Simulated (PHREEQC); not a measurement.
## Sulfide liquor (model solution)

Solution (25 °C): 170 mmol/kgw Na2S, 0.037 mmol/kgw HCl and 0.076 mmol/kgw ZnCl2. Closed to the air; pH follows from the charge balance.

All values are PHREEQC results (ion-association model, phreeqc.dat), not measurements.

pH: 12.64
ionic strength: 0.442 mol/kgw
activity of water: 0.990
specific conductance: 31000 µS/cm
total alkalinity: 340 meq/kg

```tsv
species	molality	activity	log γ
Na+	0.340	0.245	-0.143
S-2	0.102	0.0229	-0.648
OH-	0.0680	0.0437	-0.192
HS-	0.0678	0.0436	-0.192
Cl-	0.000189	0.000124	-0.182
Zn(HS)2	3.87e-5	4.29e-5	0.044
Zn(HS)3-	3.69e-5	2.70e-5	-0.136
Zn(OH)4-2	1.98e-7	5.67e-8	-0.544
Zn(OH)3-	1.13e-7	8.29e-8	-0.136
H2S	7.90e-8	8.74e-8	0.044
```

This is a speciation only: nothing precipitates in the calculation. Examples of supersaturated solids here: Sphalerite (slow to form). Others may be too. With this much S-2 the pH rests on the database's HS-/S-2 constant; if that pK is higher, the solution is more alkaline. The database's pK near 12.9 for HS-/S-2 is now thought far too low, so its S-2 is overstated.
